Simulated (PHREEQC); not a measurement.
K2CO3 is added in steps, without added water, to 1 kg of water holding 0.0081 mol NiSO4 and 0.0019 mol FeSO4, at 25 °C. The system is closed to oxygen. No CO2 enters from the air. Solids allowed: Siderite, Ni(OH)2, NiCO3, Ni4(OH)6SO4, Melanterite, Morenosite. Others were left out.

Base run: PHREEQC, ion-association model, wateq4f.dat. Each further column changes one thing. The table gives Ni(OH)2 (mol).

```
K2CO3 added (mol)      base  Davies equation for every ion  metal-ligand complexes left out  all activity coefficients set to 1  Debye-Hückel limiting law
-----------------  --------  -----------------------------  -------------------------------  ----------------------------------  -------------------------
0                         0                              0                                0                                   0                          0
0.001875           0.000186                       0.000189                         0.000304                            0.000169                   0.000197
0.003281           0.000360                       0.000363                         0.000993                            0.000329                   0.000374
0.005156           0.000693                       0.000695                          0.00213                            0.000637                   0.000714
0.006562           0.000991                       0.000994                          0.00299                            0.000914                    0.00102
0.008438            0.00147                        0.00147                          0.00409                             0.00136                    0.00151
0.009844            0.00193                        0.00193                          0.00488                             0.00181                    0.00198
0.01172             0.00280                        0.00280                          0.00588                             0.00271                    0.00284
0.01312             0.00369                        0.00369                          0.00656                             0.00367                    0.00371
0.015               0.00506                        0.00507                          0.00735                             0.00512                    0.00505
```

The database's Ni(OH)2 is the aged solid; a fresh precipitate is more soluble. The database's nickel carbonate constants are estimates that later reviews lower a good deal.
